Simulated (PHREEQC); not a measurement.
A solution holds 0.094 mol/kgw CuSO4, 4.2e-05 mol/kgw HNO3 and 0.0048 mol/kgw NaCl, at 25 °C. Closed to the air; pH follows from the charge balance.

All values are PHREEQC results (ion-association model, phreeqc.dat), not measurements.

Each row changes one thing in this solution. This is a speciation only: nothing precipitates in the calculation.

| case | pH | ionic strength (mol/kgw) | SI of Halite (NaCl) |
|---|---|---|---|
| as made | 4.46 | 0.201 | -6.53 |
| CuSO4 from 0.094 to 0.0846 mol/kgw | [?] | 0.184 | [?] |
| HNO3 from 4.2e-05 to 0.00042 mol/kgw | 3.86 | 0.201 | -6.53 |
| CuSO4 left out | [?] | 0.00484 | [?] |

Q: Some entries are withheld; supply them.

A: 
- CuSO4 from 0.094 to 0.0846 mol/kgw, pH: 4.47
- CuSO4 from 0.094 to 0.0846 mol/kgw, SI of Halite (NaCl): -6.52
- CuSO4 left out, pH: 4.41
- CuSO4 left out, SI of Halite (NaCl): -6.27
